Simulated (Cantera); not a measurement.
Mixture: 6.05 % CH4, 15.1 % O2, 56.9 % N2, 21.2 % H2O, 0.726 % H2, at 7350 Torr, adiabatic and at constant volume. Ignition delay is the time to a rise of 400 K.

Detailed kinetics in Cantera: GRI-Mech 3.0 (53 species, 325 reactions).

Predict: delay at 1100 K; delay at 1300 K; delay at 1500 K; delay at 1700 K; delay at 1900 K; apparent activation energy between 1700 and 1900 K.


```
Property                                                Result
--------------------------------------------------  ----------
delay at 1100 K                                        4.80 ms
delay at 1300 K                                       0.605 ms
delay at 1500 K                                       0.128 ms
delay at 1700 K                                        28.1 µs
delay at 1900 K                                        7.36 µs
apparent activation energy between 1700 and 1900 K  180 kJ/mol
```
